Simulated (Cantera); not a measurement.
A perfectly stirred reactor is fed with 2.70 % C3H8, 20.4 % O2, 76.9 % N2, at 34000 Pa; it is adiabatic with a 575 K inlet, and is followed from long to short residence time, starting on the burning branch (τ in s: 0.18, 0.058, 0.019, 0.0062, 0.002, 0.00066, 0.00022, 7.1e-05, 2.3e-05, 7.5e-06).

Cantera simulation using GRI-Mech 3.0 (53 species, 325 reactions); the numbers are that mechanism's predictions, not measurements. GRI-Mech 3.0 was tuned for natural gas; its chemistry of propane as a main component is partial and can be far from experiment.

Q: Predict: blow-out, bracketed by the residence times tried; x(C3H8) at τ = 0.180 s; x(O2) at τ = 0.180 s; x(CH3) at τ = 0.180 s; x(NO2) at τ = 0.180 s; x(NO) at τ = 0.180 s; x(C3H8) at τ = 0.660 ms; x(O2) at τ = 0.660 ms; x(CH3) at τ = 0.660 ms; x(NO2) at τ = 0.660 ms; x(NO) at τ = 0.660 ms.

A: 
| Quantity | Value |
|---|---|
| blow-out, bracketed by the residence times tried | burning at 0.220 ms, out at 71.0 µs |
| x(C3H8) at τ = 0.180 s | 3.53e-7 |
| x(O2) at τ = 0.180 s | 0.0675 |
| x(CH3) at τ = 0.180 s | 6.25e-7 |
| x(NO2) at τ = 0.180 s | 1.19e-7 |
| x(NO) at τ = 0.180 s | 0.000309 |
| x(C3H8) at τ = 0.660 ms | 3.24e-5 |
| x(O2) at τ = 0.660 ms | 0.0757 |
| x(CH3) at τ = 0.660 ms | 3.41e-5 |
| x(NO2) at τ = 0.660 ms | 1.50e-9 |
| x(NO) at τ = 0.660 ms | 9.88e-6 |
